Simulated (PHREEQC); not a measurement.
Dissolve 0.23 mol H2SO4, 0.031 mol Li2SO4 and 0.0047 mol Fe2(SO4)3 per kg of water at 25 °C. Closed to the air; pH follows from the charge balance.

All values are PHREEQC results (ion-association model, phreeqc.dat), not measurements.

```csv
quantity,before,after
pH,0.74,0.82
ionic strength (mol/kgw),0.350,0.294
HSO4- (mol/kgw),0.223,0.255
Li+ (mol/kgw),0.0595,0.0614
SO4-2 (mol/kgw),0.0394,0.0104
FeHSO4+2 (mol/kgw),0.00455,0.00579
SI of Hematite (Fe2O3),-0.70,+3.79
SI of Goethite (FeOOH),-1.35,+0.76
```

**Question.** Name the change that produced these shifts.
A. Fe2(SO4)3 from 0.0047 to 0.0094 mol/kgw
B. diluted 2-fold with water
C. temperature from 25 to 90 °C
D. 0.0048 mol/kgw Ca(OH)2 added
E. Li2SO4 from 0.031 to 0.0279 mol/kgw

**Answer.** C, temperature from 25 to 90 °C

This is a speciation only: nothing precipitates in the calculation. Some of these states are supersaturated (in Hematite (slow to form), Goethite (slow to form), for instance). At this temperature some constants are extrapolated from 25 °C, and those without enthalpy data are left unchanged.
